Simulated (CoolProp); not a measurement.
Properties of methanol along the isobar 42 MPa (Tc = 240.2 °C, pc = 8.216 MPa, ω = 0.565).

Values from CoolProp's reference Helmholtz-energy equation of state, de Reuck 1993.

| T (°C) | phase | density (kg/m³) | cp (kJ/(kg K)) | isothermal compressibility (1/MPa) | Prandtl number | fugacity coefficient |
|---|---|---|---|---|---|---|
| -24.95 | liquid | 860.7 | 2.295 | 0.0006651 | 16.2 | 3.611e-5 |
| -3.95 | liquid | [?] | [?] | 0.0007337 | 11.3 | 0.0001537 |
| 17.15 | liquid | 826.7 | 2.460 | 0.0008082 | 8.44 | 0.0005214 |
| 38.15 | liquid | 810.2 | 2.573 | [?] | 6.66 | 0.001461 |
| 59.15 | liquid | 793.7 | 2.704 | 0.0009817 | 5.50 | 0.003526 |
| 80.15 | liquid | 776.9 | 2.852 | 0.001088 | 4.71 | 0.007524 |
| 101.25 | liquid | 759.5 | 3.014 | [?] | 4.15 | 0.01453 |
| 122.25 | liquid | 741.3 | 3.186 | 0.001370 | 3.74 | 0.02567 |
| 143.25 | liquid | [?] | 3.369 | 0.001563 | 3.43 | 0.04210 |

Problem. What belongs in the gaps?

Solution. 
- -3.95, density (kg/m³): 843.5
- -3.95, cp (kJ/(kg K)): 2.368
- 38.15, isothermal compressibility (1/MPa): 0.0008898
- 101.25, isothermal compressibility (1/MPa): 0.001215
- 143.25, density (kg/m³): 722.0

Viscosity comes from a separate model (Xiang 2006). Thermal conductivity comes from a separate model (Sykioti 2013).
